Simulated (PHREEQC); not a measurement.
PHREEQC input (ion-association model, wateq4f.dat):

```
SOLUTION_MASTER_SPECIES
  An  An-  0  An  62.0  # stands for a non-complexing anion
SOLUTION_SPECIES
  An- = An-
    -log_k 0
    -gamma 3.0 0
PHASES
  Fix_H+
    H+ = H+
    -log_k 0
SOLUTION 1
  temp 25
  units mmol/kgw
  pH 7 charge
  S(6) 0.65
  Ag 1.3
  Na 10
  An 10
END
SELECTED_OUTPUT 1
  -reset false
  -pH true
  -pe true
  -ionic_strength true
  -water true
  -totals Ag Na S S(-2) S(6)
  -molalities Hfo_wOH Hfo_wOH2+ Hfo_wO- Hfo_sOH Hfo_sOH2+ Hfo_sO- Hfo_wSO4- Hfo_wOHSO4-2 Hfo_sOAg Hfo_wOAg
  -saturation_indices Ag2O Ag2SO4 Mirabilite
USER_PUNCH 1
  -headings sigma psi
  10 PUNCH EDL("sigma", "Hfo"), EDL("psi", "Hfo")
PRINT
  -reset false
USE solution 1
SURFACE 1
  Hfo_wOH 0.000764045 600 0.34
  Hfo_sOH 1.91011e-05
EQUILIBRIUM_PHASES 1
  Fix_H+ -4 HAn 10
    -force_equality true
  O2(g) -0.68 10
END
# ... the last block is repeated for the other 16 points of pH, with NaOH or the acid as the point needs
```

Selected output (columns that matter, 17 of 17 rows; pH added in front):

```
pH	mu	Ag	Na	S	m_Hfo_wOH	m_Hfo_wOH2+	m_Hfo_wO-	m_Hfo_sOH	m_Hfo_sOH2+	m_Hfo_sO-	si_Ag2O	si_Mirabilite	sigma	psi
4	0.011728	0.0012999	0.0099999	0.0003084	7.8292e-06	0.00041461	3.3869e-09	3.5256e-07	1.867e-05	1.5252e-10	-10.452	-6.706	0.037499	0.092643
4.5	0.011666	0.0012993	0.0099999	0.00032444	2.2759e-05	0.00041569	2.8547e-08	9.5677e-07	1.7475e-05	1.2001e-09	-9.452	-6.6814	0.035721	0.090414
5	0.011666	0.0012958	0.01	0.0003586	5.9809e-05	0.0004126	1.9861e-07	1.8905e-06	1.3042e-05	6.2779e-09	-8.4547	-6.6373	0.032492	0.085849
5.5	0.011695	0.0012875	0.01	0.00041234	0.00013517	0.0003899	1.0735e-06	1.7678e-06	5.0995e-06	1.404e-08	-7.4609	-6.5769	0.027957	0.078673
6	0.011739	0.0012813	0.01	0.0004769	0.00025481	0.00033017	4.505e-06	7.9439e-07	1.0293e-06	1.4045e-08	-6.466	-6.5142	0.023016	0.069655
6.5	0.011787	0.0012743	0.01	0.0005429	0.00039337	0.00024185	1.4658e-05	2.7314e-07	1.6793e-07	1.0178e-08	-5.4716	-6.4585	0.018157	0.05923
7	0.011813	0.0012534	0.01	0.00060026	0.00049444	0.00015647	3.5791e-05	8.9424e-08	2.83e-08	6.4732e-09	-4.4866	-6.4151	0.013257	0.046714
7.5	0.011845	0.0011957	0.010062	0.00063683	0.00050674	0.00010011	5.8761e-05	2.9795e-08	5.8861e-09	3.455e-09	-3.5281	-6.3843	0.0076651	0.029241
8	0.011887	0.0010761	0.010219	0.00064827	0.00042784	6.7884e-05	6.1772e-05	1.0487e-08	1.6639e-09	1.5141e-09	-2.62	-6.3631	0.0013205	0.0052952
8.5	0.011902	0.00090391	0.01041	0.00064983	0.00029652	3.9928e-05	5.0447e-05	3.9507e-09	5.3198e-10	6.7213e-10	-1.7716	-6.3455	-0.0051267	-0.020067
9	0.011919	0.00073791	0.010598	0.00064998	0.00016555	1.583e-05	3.9663e-05	1.5317e-09	1.4646e-10	3.6696e-10	-0.9485	-6.3295	-0.01129	-0.04085
9.5	0.011949	0.00062993	0.01074	0.00064999	7.3672e-05	3.459e-06	3.5947e-05	5.6857e-10	2.6695e-11	2.7742e-10	-0.0877	-6.3178	-0.01537	-0.052155
10	0.012027	0.00058098	0.010872	0.00064999	2.7334e-05	4.7112e-07	3.633e-05	1.962e-10	3.3817e-12	2.6078e-10	0.8365	-6.3079	-0.016963	-0.055987
10.5	0.012271	0.00056359	0.011145	0.00064999	9.3216e-06	5.3275e-08	3.7364e-05	6.5289e-11	3.7314e-13	2.617e-10	1.7922	-6.289	-0.017649	-0.057206
11	0.013046	0.0005593	0.011961	0.00064999	3.1979e-06	5.9686e-09	3.9251e-05	2.2265e-11	4.1556e-14	2.7328e-10	2.7267	-6.2359	-0.018564	-0.058033
11.5	0.015548	0.00056319	0.014572	0.00064999	1.2618e-06	8.0923e-10	4.5076e-05	8.8331e-12	5.6647e-15	3.1553e-10	3.5296	-6.0896	-0.021321	-0.060166
12	0.023772	0.00058403	0.023031	0.00064999	7.9035e-07	2.1554e-10	6.6394e-05	5.698e-12	1.5539e-15	4.7866e-10	3.9103	-5.7605	-0.031405	-0.067775
```

Along this series the solution becomes supersaturated in solids that the run did not let form, among them Ag2O.
